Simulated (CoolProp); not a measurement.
Octamethylcyclotetrasiloxane (D4) along the isobar 7.3 MPa: Z from the reference equation and from simpler models built on Tc = 586.5 K, pc = 1.347 MPa, ω = 0.598; each cubic takes its own stable root.

Model: reference Helmholtz-energy equation of state, Thol 2015, in CoolProp.

```
T (K)          phase  reference  Redlich-Kwong  Peng-Robinson
-----  -------------  ---------  -------------  -------------
531.8         liquid     0.7000         0.7680         0.6656
540.6         liquid     0.6995              ?         0.6657
549.4         liquid     0.6994         0.7620         0.6666
558.3         liquid     0.6999              ?              ?
567.1         liquid     0.7009         0.7576              ?
575.9         liquid     0.7024         0.7560         0.6732
584.7         liquid     0.7045         0.7547         0.6768
593.5  supercritical          ?         0.7538              ?
602.4  supercritical     0.7103         0.7532         0.6863
611.2  supercritical     0.7141         0.7530         0.6921
620    supercritical     0.7185         0.7531         0.6986
```

Q: Some entries are withheld; supply them.

A: 
- 540.6, Redlich-Kwong: 0.7648
- 558.3, Redlich-Kwong: 0.7596
- 558.3, Peng-Robinson: 0.6681
- 567.1, Peng-Robinson: 0.6703
- 593.5, reference: 0.7071
- 593.5, Peng-Robinson: 0.6811
